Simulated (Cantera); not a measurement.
Cantera run:

```python
import numpy as np
import cantera as ct

gas_names = """
    H HO2 H2 H2O H2O2 H2S H2SO4 O OH O2 O3 S SH SO SO2 SO3 S2 S2O S8
""".split()
cond_names = """
    H2O(s) H2O(L) H2SO4(L) S(cr1) S(cr2) S(L)
""".split()


# ... load() reads the species with a 1 bar reference pressure and builds the phases ...
atoms = {
    'SO2': {'S': 1, 'O': 2},
    'H2O': {'H': 2, 'O': 1},
}
top_T = {}  # K; cautious upper limits of use, not melting points


# ... equilibrate(T, P, feed) seeds the gas with the atoms and calls Mixture.equilibrate('TP', solver="vcs", rtol=1e-11, max_steps=5000) ...
results = []
feed = {'SO2': 1, 'H2O': 0.78}  # mol
T = 1823  # K
P = 10000  # Pa
mix = equilibrate(T, P, feed)
results.append((T, P, feed, dict(zip(mix.species_names, mix.species_moles))))
x = sorted(zip(gas.X, gas.species_names), reverse=True)
print(f"T = {T:g} K  P = {P:g} Pa  gas = {mix.phase_moles(0):.4g} mol")
print("   x: " + "  ".join(f"{s} {v:.3e}" for v, s in x if v > 0.001))
print("   condensed (mol): " + ("  ".join(f"{mix.phase(i).name} {mix.phase_moles(i):.4g}"
      for i in range(1, mix.n_phases) if mix.phase_moles(i) > 1e-12) or "none"))
```

Output:

```
T = 1823 K  P = 10000 Pa  gas = 1.784 mol
   x: SO2 5.594e-01  H2O 4.345e-01  H2 2.348e-03  O2 1.517e-03  SO 1.160e-03
   condensed (mol): none
```

Cantera equilibrium calculation (NASA polynomials, part measured and part estimated; ideal gas, pure solids and liquids).
